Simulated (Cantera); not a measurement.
Source: NASA polynomial tables (part measured, part estimated), evaluated in Cantera. Values are per mole of reaction as written; species without (g) are pure solids or liquids, kept so even where they would boil at 1 bar.

a) Nb + O₂(g) ⇌ NbO₂
b) 0.8 Ta + O₂(g) ⇌ 0.4 Ta₂O₅
c) 2 Ti + O₂(g) ⇌ 2 TiO(g)
d) 4 Al + O₂(g) ⇌ 2 Al₂O(g)

Order these by ΔG° at 1773 K, most negative first.

d (-532 kJ), b (-516 kJ), a (-488 kJ), c (-212 kJ)
